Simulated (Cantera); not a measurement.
Mixture: CO : H₂ : CH₄ : O₂ : N₂ : H₂O = 1 : 0.034 : 1.3 : 4.52 : 17 : 0.52 (molar parts), equivalence ratio 0.69, at 10.0 bar, adiabatic and at constant pressure. Ignition delay is the time to a rise of 400 K.

Computed with Cantera and GRI-Mech 3.0 (53 species, 325 reactions). Below about 1000 K GRI-Mech 3.0 lacks low-temperature oxidation paths.

**Question.** What does this change do: constant volume in place of constant pressure?

**Answer.** 
```json
[
 {"quantity": "delay at 975 K", "before": "0.149 s", "after": "0.143 s"},
 {"quantity": "delay at 1075 K", "before": "26.0 ms", "after": "24.9 ms"},
 {"quantity": "delay at 1175 K", "before": "5.95 ms", "after": "5.66 ms"},
 {"quantity": "delay at 1275 K", "before": "1.66 ms", "after": "1.57 ms"},
 {"quantity": "delay at 1375 K", "before": "0.537 ms", "after": "0.505 ms"},
 {"quantity": "apparent activation energy between 1325 and 1425 K", "before": "170 kJ/mol", "after": "170 kJ/mol"}
]
```

**Question.** What does this change do: pressure from 10.0 bar to 0.340 bar?

**Answer.** 
```csv
quantity,before,after
delay at 975 K,0.149 s,2.49 s
delay at 1075 K,26.0 ms,0.469 s
delay at 1175 K,5.95 ms,96.1 ms
delay at 1275 K,1.66 ms,23.1 ms
delay at 1375 K,0.537 ms,6.83 ms
apparent activation energy between 1325 and 1425 K,170 kJ/mol,170 kJ/mol
```

**Question.** What does this change do: CH4 1.3 to 2.2 parts?

**Answer.** 
| quantity | before | after |
|---|---|---|
| delay at 975 K | 0.149 s | 0.185 s |
| delay at 1075 K | 26.0 ms | 35.1 ms |
| delay at 1175 K | 5.95 ms | 8.48 ms |
| delay at 1275 K | 1.66 ms | 2.40 ms |
| delay at 1375 K | 0.537 ms | 0.764 ms |
| apparent activation energy between 1325 and 1425 K | 170 kJ/mol | 170 kJ/mol |
